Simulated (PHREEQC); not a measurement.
A solution holds 0.0056 mol/kgw NH4Cl, 0.22 mol/kgw NaF and 0.00016 mol/kgw LiCl, at 25 °C. Closed to the air; pH follows from the charge balance.

All values are PHREEQC results (ion-association model, phreeqc.dat), not measurements.

Each row changes one thing in this solution. Precipitation was switched off in this run.

```json
[
 {"case": "as made", "pH": "7.13", "ionic strength (mol/kgw)": "0.213", "NH3 (mol/kgw)": "2.75e-5"},
 {"case": "temperature from 25 to 55 °C", "pH": "[?]", "ionic strength (mol/kgw)": "0.214", "NH3 (mol/kgw)": "[?]"},
 {"case": "temperature from 25 to 5 °C", "pH": "7.37", "ionic strength (mol/kgw)": "0.213", "NH3 (mol/kgw)": "1.05e-5"},
 {"case": "temperature from 25 to 65 °C", "pH": "6.78", "ionic strength (mol/kgw)": "0.214", "NH3 (mol/kgw)": "0.000139"},
 {"case": "LiCl left out", "pH": "7.13", "ionic strength (mol/kgw)": "0.213", "NH3 (mol/kgw)": "2.75e-5"},
 {"case": "NaF left out", "pH": "[?]", "ionic strength (mol/kgw)": "0.00576", "NH3 (mol/kgw)": "[?]"},
 {"case": "NaF replaced by NaHCO3 at the same molality", "pH": "7.90", "ionic strength (mol/kgw)": "0.213", "NH3 (mol/kgw)": "0.000157"},
 {"case": "diluted 10-fold with water", "pH": "7.02", "ionic strength (mol/kgw)": "0.0224", "NH3 (mol/kgw)": "[?]"}
]
```

### Question
Fill in the missing entries.

### Answer

- temperature from 25 to 55 °C, pH: 6.85
- temperature from 25 to 55 °C, NH3 (mol/kgw): 9.57e-5
- NaF left out, pH: 5.78
- NaF left out, NH3 (mol/kgw): 1.77e-6
- diluted 10-fold with water, NH3 (mol/kgw): 2.85e-6

Species that the database lacks are ignored. At this temperature some constants are extrapolated from 25 °C, and those without enthalpy data are left unchanged.
